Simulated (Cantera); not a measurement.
Feed: 1 mol SiCl4, 2.2 mol Cl2, a varied amount of H2, at 400 °C and 29.0 bar.

Equilibrium computed with Cantera from the NASA thermochemical tables; the gas is ideal and each condensed phase is pure. Candidate condensed phases: Si; 19 gas species. Kinetics and transport are ignored.

At 2.8 mol H2, list the 3 most abundant gas species with their mole fractions, and the condensed phases.

HCl 0.733, SiCl4 0.167, H2 0.1000. Condensed: gas only.
